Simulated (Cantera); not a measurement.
A Cantera script and what it prints.

```python
import numpy as np
import cantera as ct

gas_names = """
    B BH BH2 BH3 BN B2 H H2 N NH NH2 NH3 N2 N2H2 N2H4
""".split()
cond_names = """
    B(b) B(L) BN(s)
""".split()


# ... load() reads the species with a 1 bar reference pressure and builds the phases ...
atoms = {
    'BN': {'B': 1, 'N': 1},
    'H2': {'H': 2},
}
top_T = {'BN(s)': 3200}  # K; cautious upper limits of use, not melting points


# ... equilibrate(T, P, feed) seeds the gas with the atoms and calls Mixture.equilibrate('TP', solver="vcs", rtol=1e-11, max_steps=5000) ...
results = []
feed = {'BN': 1, 'H2': 1.6}  # mol
T = 2700  # K
P = 1800  # Pa
mix = equilibrate(T, P, feed)
results.append((T, P, feed, dict(zip(mix.species_names, mix.species_moles))))
x = sorted(zip(gas.X, gas.species_names), reverse=True)
print(f"T = {T:g} K  P = {P:g} Pa  gas = {mix.phase_moles(0):.4g} mol")
print("   x: " + "  ".join(f"{s} {v:.3e}" for v, s in x if v > 0.0001))
print("   condensed (mol): " + ("  ".join(f"{mix.phase(i).name} {mix.phase_moles(i):.4g}"
      for i in range(1, mix.n_phases) if mix.phase_moles(i) > 1e-12) or "none"))
```

It prints:

```
T = 2700 K  P = 1800 Pa  gas = 2.547 mol
   x: H2 4.783e-01  H 2.929e-01  N2 1.961e-01  B 2.834e-02  BH2 3.051e-03  BH 8.919e-04  BN 4.728e-04
   condensed (mol): B(L) 0.9165
```

These are equilibrium values from Cantera (NASA tables, ideal gas, pure condensed phases), not measurements of a reactor. The tables' values for BH2 are old estimates; treat these amounts as uncertain.
